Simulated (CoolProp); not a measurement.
Vapour-liquid equilibrium of cis-2-butene (1) + acetone (2) at 0.56 MPa; x and y are mole fractions of (1).

Values from CoolProp's multi-fluid Helmholtz-energy mixture model, Lemmon 2005 and Lemmon 2006; pair parameters Bell 2016.

```tsv
x	bubble temperature (K)	y at the bubble point	dew temperature at overall composition x (K)	liquid density (mol/L)
0.05	380.0	0.223	387.7	11.61
0.125	(withheld)	0.452	384.5	11.64
0.2	359.1	0.592	381.1	11.59
0.275	352.6	0.679	377.5	(withheld)
0.35	347.9	0.737	373.7	11.37
0.425	344.5	0.777	369.6	11.23
0.5	341.9	0.807	365.1	11.07
0.575	339.8	0.832	360.3	10.91
0.65	338.1	(withheld)	354.9	10.76
0.725	336.6	0.877	348.9	10.62
0.8	335.2	0.902	342.5	10.49
0.875	333.8	0.931	336.7	10.37
0.95	332.6	0.968	333.1	10.27
```

Q: Complete the blanks.

A: 
- 0.125, bubble temperature (K): 368.0
- 0.275, liquid density (mol/L): 11.50
- 0.65, y at the bubble point: 0.854

No azeotrope shows between x = 0.05 and 0.95.

Pair parameters are fitted to limited data, so mixtures are less certain than the pure fluids.
